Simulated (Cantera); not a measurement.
A Cantera script and what it prints.

```python
import numpy as np
import cantera as ct

gas_names = """
    N N2 Pb Pb2
""".split()
cond_names = """
    Pb(cr) Pb(L)
""".split()


# ... load() reads the species with a 1 bar reference pressure and builds the phases ...
atoms = {
    'Pb': {'Pb': 1},
    'N2': {'N': 2},
}
top_T = {}  # K; cautious upper limits of use, not melting points


# ... equilibrate(T, P, feed) seeds the gas with the atoms and calls Mixture.equilibrate('TP', solver="vcs", rtol=1e-11, max_steps=5000) ...
results = []
feed = {'Pb': 1, 'N2': 1.4}  # mol
T = 1425  # K
for P in [10, 68, 460, 3200, 22000, 150000, 1000000]:
    mix = equilibrate(T, P, feed)
    results.append((T, P, feed, dict(zip(mix.species_names, mix.species_moles))))

top = {s: max(r[3][s] / sum(r[3][g] for g in gas_names) for r in results) for s in gas_names}
cols = sorted((s for s in top if top[s] > 0.0001), key=lambda s: -top[s])[:9]
seen = [c for c in cond_names if any(r[3].get(c, 0) > 1e-12 for r in results)]
print("log10 of partial pressures in bar; condensed amounts in mol")
print(f"{'P/Pa':>10s}" + "".join(f"{s[:9]:>10s}" for s in cols + seen))
for T, P, feed, n in results:
    ng = sum(n[g] for g in gas_names)
    print(f"{P:10.4g}" + "".join(f"{np.log10(max(n[s] / ng * P / 1e5, 1e-99)):10.3f}" for s in cols)
          + "".join(f"{n.get(c, 0):10.4g}" for c in seen))
```

It prints:

```
log10 of partial pressures in bar; condensed amounts in mol
      P/Pa        N2        Pb     Pb(L)
        10    -4.234    -4.380         0
        68    -3.402    -3.548         0
       460    -2.571    -2.717         0
      3200    -1.687    -1.941    0.2195
   2.2e+04    -0.681    -1.941    0.9231
   1.5e+05     0.173    -1.941    0.9892
     1e+06     1.000    -1.941    0.9984
```

Cantera equilibrium calculation (NASA polynomials, part measured and part estimated; ideal gas, pure solids and liquids).
